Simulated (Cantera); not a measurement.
**Abatement and gas-phase synthesis: CS2 + H2O + O2**

Feed: 1 mol CS2, 0.38 mol H2O, 1.5 mol O2, equilibrated at 338 Torr.

Method: chemical equilibrium by Gibbs-energy minimisation in Cantera with the NASA 1993 tables (ideal gas, pure condensed phases). Candidate condensed phases: C, C6H6, C7H8, C8H18, H2O, H2SO4, S; 123 gas species. Gases not in the tables: S3 to S7. Equilibrium is a limit: real reactors are often held back by kinetics, nucleation or transport.

```json
[
 {"T (°C)": "825", "x CO2": "0.376", "x SO2": "0.204", "x S2": "0.259", "x CO": "0.00451", "x H2O": "0.119", "x H2S": "0.0251", "x H2": "0.00142", "x SO": "9.58e-5"},
 {"T (°C)": "925", "x CO2": "0.368", "x SO2": "0.206", "x S2": "0.260", "x CO": "0.0111", "x H2O": "0.122", "x H2S": "0.0208", "x H2": "0.00269", "x SO": "0.000292"},
 {"T (°C)": "1025", "x CO2": "0.354", "x SO2": "0.210", "x S2": "0.257", "x CO": "0.0230", "x H2O": "0.122", "x H2S": "0.0174", "x H2": "0.00454", "x SO": "0.000753"},
 {"T (°C)": "1125", "x CO2": "0.334", "x SO2": "0.217", "x S2": "0.252", "x CO": "0.0413", "x H2O": "0.122", "x H2S": "0.0145", "x H2": "0.00697", "x SO": "0.00171"},
 {"T (°C)": "1225", "x CO2": "0.307", "x SO2": "0.227", "x S2": "0.245", "x CO": "0.0654", "x H2O": "0.120", "x H2S": "0.0121", "x H2": "0.00993", "x SO": "0.00347"},
 {"T (°C)": "1325", "x CO2": "0.275", "x SO2": "0.239", "x S2": "0.235", "x CO": "0.0935", "x H2O": "0.117", "x H2S": "0.0100", "x H2": "0.0133", "x SO": "0.00648"},
 {"T (°C)": "1425", "x CO2": "0.242", "x SO2": "0.251", "x S2": "0.224", "x CO": "0.123", "x H2O": "0.113", "x H2S": "0.00835", "x H2": "0.0169", "x SO": "0.0112"},
 {"T (°C)": "1525", "x CO2": "0.209", "x SO2": "0.261", "x S2": "0.211", "x CO": "0.152", "x H2O": "0.109", "x H2S": "0.00696", "x H2": "0.0207", "x SO": "0.0182"}
]
```
x: gas mole fraction; nothing condenses.

From 825 °C to 1525 °C nothing is condensed. The main C-bearing gas is CO2 throughout.
